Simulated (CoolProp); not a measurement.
Vapour-liquid equilibrium of cyclohexane (1) + p-xylene (2) at 463.5 K; x and y are mole fractions of (1).

Computed with CoolProp (multi-fluid Helmholtz-energy mixture model, Zhou 2014 and Zhou 2012; pair parameters Bell 2016).

Give the bubble pressure and the first vapour's composition at x = 0.2, 0.65, 0.95. Is there an azeotrope?

x = 0.2: 0.5248 MPa, y = 0.444; x = 0.65: 0.8831 MPa, y = 0.824; x = 0.95: 1.112 MPa, y = 0.976. No azeotrope shows between x = 0.05 and 0.95.

The pair parameters rest on a limited set of measurements; away from them the model extrapolates.
